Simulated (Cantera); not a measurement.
Input (Python, Cantera) and output of one run.

```python
import numpy as np
import cantera as ct

gas_names = """
    AL ALC ALO ALO2 AL2 AL2O AL2O2 C CO CO2 C2 C2O C3 C3O2 C4 C5 O O2 O3
""".split()
cond_names = """
    AL(cr) AL(L) AL2O3(a) AL2O3(L) C(gr)
""".split()


# ... load() reads the species with a 1 bar reference pressure and builds the phases ...
atoms = {
    'Al': {'AL': 1},
    'CO2': {'C': 1, 'O': 2},
    'CO': {'C': 1, 'O': 1},
}
top_T = {'C(gr)': 4500}  # K; cautious upper limits of use, not melting points


# ... equilibrate(T, P, feed) seeds the gas with the atoms and calls Mixture.equilibrate('TP', solver="vcs", rtol=1e-11, max_steps=5000) ...
results = []
feed = {'Al': 1, 'CO2': 5.1, 'CO': 19}  # mol
T = 725  # K
P = 91  # Pa
mix = equilibrate(T, P, feed)
results.append((T, P, feed, dict(zip(mix.species_names, mix.species_moles))))
print(gas.report(threshold=0.001))
for i in range(1, mix.n_phases):
    print(f"{mix.phase(i).name:16s} {mix.phase_moles(i):12.5e} mol")
```

It prints:

```
       temperature   725 K
          pressure   91 Pa
           density   0.00052649 kg/m^3
  mean mol. weight   34.876 kg/kmol
   phase of matter   gas

                          1 kg             1 kmol
                     ---------------   ---------------
          enthalpy       -6.2078e+06        -2.165e+08  J
   internal energy       -6.3807e+06       -2.2253e+08  J
           entropy            8608.3        3.0022e+05  J/K
    Gibbs function       -1.2449e+07       -4.3416e+08  J
 heat capacity c_p              1129             39374  J/K
 heat capacity c_v            890.57             31059  J/K

                      mass frac. Y      mole frac. X     chem. pot. / RT
                     ---------------   ---------------   ---------------
                CO           0.45849           0.57087           -50.736
               CO2           0.54151           0.42913           -100.34
     [  +17 minor]        1.4655e-19        7.5129e-20

AL(cr)            0.00000e+00 mol
AL2O3(a)          5.00000e-01 mol
C(gr)             4.71761e+00 mol
```

Method: chemical equilibrium by Gibbs-energy minimisation in Cantera with the NASA 1993 tables (ideal gas, pure condensed phases).
